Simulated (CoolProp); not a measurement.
R236EA along the isobar 723 kPa: fugacity coefficient from the reference equation and from simpler models built on Tc = 139.3 °C, pc = 3414 kPa, ω = 0.368; each cubic takes its own stable root.

Model: reference Helmholtz-energy equation of state, Rui 2013, in CoolProp.

```csv
T (°C),phase,reference
30.85,liquid,0.3276
38.55,liquid,0.4130
46.25,liquid,0.5126
53.95,liquid,0.6271
61.65,liquid,0.7569
69.35,gas,0.8577
77.15,gas,0.8691
84.85,gas,0.8792
92.55,gas,0.8883
100.25,gas,0.8965
107.95,gas,0.9039
115.65,gas,0.9107
123.45,gas,0.9169
131.15,gas,0.9226
138.85,gas,0.9277
```

### Question
How far does each simpler model (van der Waals, Redlich-Kwong) lie from the reference over these 15 states: mean and median of the absolute difference, and the worst?

### Answer
- van der Waals: mean 29.3 %, median 3.8 %, worst +166.0 % at 30.85 °C and 723 kPa
- Redlich-Kwong: mean 17.1 %, median 1.6 %, worst +74.1 % at 30.85 °C and 723 kPa

At some of these states van der Waals, Redlich-Kwong gives the other phase, because its saturation line lies elsewhere.
